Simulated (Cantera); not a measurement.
# Pyrogenic steam for wet oxidation

An isothermal, constant-pressure homogeneous reactor starts with 32.6 % H2, 23.3 % O2, 44.2 % N2, equivalence ratio 0.70, at 1373 K and 0.510 bar.

Detailed kinetics in Cantera: the H2/O2 subset of GRI-Mech 3.0, which has no nitrogen chemistry. The temperature is held fixed by assumption; the heat of reaction is taken as removed at once.

```json
[
 {"t (s)": "1.00e-5", "x H2": "0.326", "x O2": "0.233", "x OH": "1.90e-6", "x H2O2": "1.08e-8", "x HO2": "9.01e-7"},
 {"t (s)": "5.01e-5", "x H2": "0.0359", "x O2": "0.0975", "x OH": "0.0119", "x H2O2": "6.87e-6", "x HO2": "6.23e-5"},
 {"t (s)": "0.000251", "x H2": "0.00247", "x O2": "0.0834", "x OH": "0.00247", "x H2O2": "3.08e-6", "x HO2": "3.56e-5"},
 {"t (s)": "0.00126", "x H2": "8.27e-5", "x O2": "0.0832", "x OH": "0.000468", "x H2O2": "4.05e-7", "x HO2": "2.92e-6"},
 {"t (s)": "0.00632", "x H2": "6.09e-6", "x O2": "0.0833", "x OH": "0.000144", "x H2O2": "6.20e-8", "x HO2": "2.83e-7"},
 {"t (s)": "0.0317", "x H2": "1.04e-6", "x O2": "0.0833", "x OH": "6.09e-5", "x H2O2": "1.35e-8", "x HO2": "7.39e-8"},
 {"t (s)": "0.159", "x H2": "5.66e-7", "x O2": "0.0833", "x OH": "4.36e-5", "x H2O2": "7.52e-9", "x HO2": "6.02e-8"},
 {"t (s)": "0.796", "x H2": "5.63e-7", "x O2": "0.0833", "x OH": "4.34e-5", "x H2O2": "7.47e-9", "x HO2": "6.01e-8"},
 {"t (s)": "3.99", "x H2": "5.63e-7", "x O2": "0.0833", "x OH": "4.34e-5", "x H2O2": "7.47e-9", "x HO2": "6.01e-8"},
 {"t (s)": "20.0", "x H2": "5.63e-7", "x O2": "0.0833", "x OH": "4.34e-5", "x H2O2": "7.47e-9", "x HO2": "6.01e-8"}
]
```
x: mole fraction; the columns are a selection and need not sum to one.

Equilibrium at this temperature and pressure: H2 5.63e-7, O2 0.0833, OH 4.34e-5, H2O2 7.47e-9, HO2 6.01e-8 (gas phase only).
